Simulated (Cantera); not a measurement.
# Ammonia decomposition in nitride growth gas

A perfectly stirred reactor is fed with 63.3 % NH₃, 36.7 % H₂, at 101000 Pa; it is held at 1750 K, and followed from long to short residence time.

Cantera simulation using the gas-phase N/H chemistry of the illustrative SiF4/NH3 mechanism in the Surface Chemkin manual (1991); the numbers are that mechanism's predictions, not measurements. Walls and surfaces, which speed up NH3 decomposition in real reactors, are not modelled.

```
τ (s)    x NH₃   x H₂       x H      x N      x N₂
-------  -----  -----  --------  -------  --------
1.6      0.236  0.642  0.000109  3.90e-8     0.121
0.50     0.389  0.536   8.00e-5  4.22e-8    0.0745
0.16     0.520  0.445   6.12e-5  4.23e-8    0.0345
0.051    0.591  0.396   5.23e-5  4.15e-8    0.0128
0.016    0.619  0.377   4.87e-5  4.03e-8   0.00418
0.0052   0.628  0.370   4.65e-5  3.76e-8   0.00131
0.0017   0.631  0.368   4.30e-5  3.06e-8  0.000361
0.00054  0.632  0.367   3.37e-5  1.53e-8   6.43e-5
0.00017  0.633  0.367   1.70e-5  2.07e-9   3.91e-6
```
x: mole fraction; the columns are a selection and need not sum to one.
